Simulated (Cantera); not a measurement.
Charge: 1 mol PbF2, 3.8 mol H2, 1.5 mol N2, held at 1752 °C and 0.100 bar.

Cantera equilibrium calculation (NASA polynomials, part measured and part estimated; ideal gas, pure solids and liquids). Candidate condensed phases: Pb, PbF2; 26 gas species. Equilibrium is a limit: real reactors are often held back by kinetics, nucleation or transport.

Base state: H2 0.381, HF 0.273, N2 0.205, Pb 0.136, H 0.00376, PbF 0.000428 (mole fractions); condensed: gas only.

**Question.** What changes in the equilibrium state with this change: temperature from 1752 °C to 702 °C?

**Answer.** 
```json
[
 {"species": "H2", "before": "0.381", "after": "0.444"},
 {"species": "HF", "before": "0.273", "after": "0.317"},
 {"species": "N2", "before": "0.205", "after": "0.238"},
 {"species": "Pb", "before": "0.136", "after": "9.17e-5"},
 {"species": "H", "before": "0.00376", "after": "2.41e-9"},
 {"species": "PbF", "before": "0.000428", "after": "3.48e-7"},
 {"species": "Pb(l), mol", "before": "0", "after": "0.999"}
]
```

**Question.** What changes in the equilibrium state with this change: temperature from 1752 °C to 1227 °C?

**Answer.** 
```json
[
 {"species": "H2", "before": "0.381", "after": "0.384"},
 {"species": "HF", "before": "0.273", "after": "0.274"},
 {"species": "N2", "before": "0.205", "after": "0.206"},
 {"species": "H", "before": "0.00376", "after": "3.45e-5"},
 {"species": "Pb", "before": "0.136", "after": "0.136"},
 {"species": "PbF2", "before": "4.94e-6", "after": "2.50e-5"},
 {"species": "Pb2", "before": "8.61e-6", "after": "3.18e-5"},
 {"species": "PbF", "before": "0.000428", "after": "0.000443"}
]
```
